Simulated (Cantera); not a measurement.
Standard-state values (1 bar) from the NASA 1993 polynomials, evaluated with Cantera. Values are per mole of reaction as written; species without (g) are pure solids or liquids, kept so even where they would boil at 1 bar. VN: taken at fixed stoichiometry.

V2O3 + N2(g) ⇌ 2 VN + 3 O(g)

```csv
T (K),ΔH° (kJ),ΔS° (J/K),ΔG° (kJ),log10 K
1750,[?],[?],[?],[?]
1800,[?],[?],[?],[?]
1850,[?],[?],[?],[?]
1900,[?],[?],[?],[?]
1950,1527.1,267.4,1005.6,-26.94
2000,1526.3,267.0,992.3,-25.91
```

**Question.** Fill in the missing entries.

**Answer.** 
- 1750, ΔH° (kJ): 1529.6
- 1750, ΔS° (J/K): 268.8
- 1750, ΔG° (kJ): 1059.2
- 1750, log10 K: -31.62
- 1800, ΔH° (kJ): 1529.0
- 1800, ΔS° (J/K): 268.4
- 1800, ΔG° (kJ): 1045.8
- 1800, log10 K: -30.35
- 1850, ΔH° (kJ): 1528.4
- 1850, ΔS° (J/K): 268.1
- 1850, ΔG° (kJ): 1032.4
- 1850, log10 K: -29.15
- 1900, ΔH° (kJ): 1527.8
- 1900, ΔS° (J/K): 267.8
- 1900, ΔG° (kJ): 1019.0
- 1900, log10 K: -28.01
